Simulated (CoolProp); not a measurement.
Model: reference Helmholtz-energy equation of state, de Reuck 1993, in CoolProp.

Task: For methanol, give the phase and the cp (kJ/(kg K)), Prandtl number at 618.9 K and 0.379 MPa.

Result: 
- 618.9 K and 0.379 MPa: gas; cp 2.17, Prandtl number 0.790

Viscosity comes from a separate model (Xiang 2006). Thermal conductivity comes from a separate model (Sykioti 2013).
